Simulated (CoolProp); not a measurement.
Methane along the isotherm 202.1 K: Z from the reference equation and from simpler models built on Tc = 190.6 K, pc = 45.99 bar, ω = 0.011; each cubic takes its own stable root.

The numbers come from the reference Helmholtz-energy equation of state, Setzmann 1991 in CoolProp.

```tsv
p (bar)	phase	reference
35.4	gas	0.7403
70.8	supercritical	0.3260
106	supercritical	0.3824
142	supercritical	0.4711
177	supercritical	0.5585
212	supercritical	0.6448
248	supercritical	0.7321
283	supercritical	0.8156
318	supercritical	0.8979
354	supercritical	0.9812
389	supercritical	1.061
425	supercritical	1.142
460	supercritical	1.220
```

How far does each simpler model (van der Waals, Redlich-Kwong, Soave-Redlich-Kwong, Peng-Robinson) lie from the reference over these 13 states: mean and median of the absolute difference, and the worst?


- van der Waals: mean 25.7 %, median 28.3 %, worst +29.3 % at 202.1 K and 460 bar
- Redlich-Kwong: mean 3.4 %, median 1.8 %, worst +13.1 % at 202.1 K and 70.8 bar
- Soave-Redlich-Kwong: mean 3.4 %, median 1.8 %, worst +13.3 % at 202.1 K and 70.8 bar
- Peng-Robinson: mean 6.8 %, median 7.6 %, worst -10.0 % at 202.1 K and 460 bar
